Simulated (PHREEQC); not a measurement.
Dissolve 0.0666 mol/kgw CuSO4, 0.00034 mol/kgw H2SO4 and 0.15 mol/kgw NaCl at 25 °C. Closed to the air; pH follows from the charge balance.

All values are PHREEQC results (ion-association model, phreeqc.dat), not measurements.

**Question.** The ionic strength comes out as 0.308 mol/kgw. What activity coefficients do H+, SO4-2, Cu+2, HSO4-, Na+ get?

**Answer.** H+ 0.78, SO4-2 0.25, Cu+2 0.29, HSO4- 0.73, Na+ 0.73.

This is a speciation only: nothing precipitates in the calculation. Species that the database lacks are ignored.
